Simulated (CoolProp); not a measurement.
R1132(E) along the isotherm 104.05 °C: density (kg/m³) from the reference equation and from simpler models built on Tc = 75.7 °C, pc = 5.174 MPa, ω = 0.245; each cubic takes its own stable root.

Values from CoolProp's reference Helmholtz-energy equation of state, Akasaka 2024.

```tsv
p (MPa)	phase	reference	Soave-Redlich-Kwong	Peng-Robinson
0.0206	gas	0.4211	0.4210	0.4211
0.032	gas	0.6544	0.6544	0.6546
0.0498	gas	1.019	1.019	1.020
0.0776	gas	1.591	1.591	1.592
0.121	gas	2.486	2.486	2.488
0.188	gas	3.876	3.875	3.881
0.293	gas	6.074	6.073	6.085
0.456	gas	9.536	9.532	9.563
0.71	gas	[?]	15.05	[?]
1.11	gas	24.08	24.05	24.24
1.72	gas	38.72	38.63	39.12
2.68	gas	64.40	64.09	65.39
4.17	gas	113.4	112.1	[?]
6.5	supercritical	239.4	228.5	241.1
```

Question: Fill in the missing entries.

Answer: 
- 0.71, reference: 15.06
- 0.71, Peng-Robinson: 15.12
- 4.17, Peng-Robinson: 115.9
